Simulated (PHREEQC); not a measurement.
Make-up at 45 °C: 0.0065 mol HF and 0.068 mol NH4F per kg of water. Closed to the air; pH follows from the charge balance.

The numbers come from PHREEQC with the ion-association model, phreeqc.dat.

```tsv
quantity	before	after
pH	4.35	6.07
ionic strength (mol/kgw)	0.0680	0.0679
F- (mol/kgw)	0.0666	0.0678
HF (mol/kgw)	0.00502	9.82e-5
HF2- (mol/kgw)	0.00143	2.85e-5
```

Question: Which change was made?
(A) NH4F replaced by NH4HCO3 at the same molality
(B) NH4F left out
(C) temperature from 45 to 35 °C
(D) HF left out
(E) NH4F from 0.068 to 0.0068 mol/kgw

Answer: D, HF left out

Precipitation was switched off in this run. Constants without temperature data keep their 25 °C values here.
